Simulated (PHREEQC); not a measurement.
0.41 g of hydrous ferric oxide (600 m²/g; 0.2 weak and 0.005 strong sites per Fe, Dzombak-Morel constants, diffuse double layer) in 1 kg of water with 0.3 mol/kgw of an inert sodium salt and 1.9e-06 mol/kgw CaCl2 and 1e-05 mol/kgw ZnCl2, at 25 °C; the pH is set by adding NaOH or the inert anion's acid. Oxygen is held at 0.21 atm. CO2 from the air is kept out. Precipitation was switched off in this run.

The numbers come from PHREEQC with the ion-association model, wateq4f.dat.

Predict Ca sorbed (%), Zn sorbed (%) at pH = 3, 7.5, 10.5.


```csv
pH,Ca sorbed (%),Zn sorbed (%)
3,0.0,0.0
7.5,3.6,99.7
10.5,99.7,100.0
```

Complexes and solids missing from the database can't appear. The oxide is taken as insoluble; below pH 4 it would dissolve.
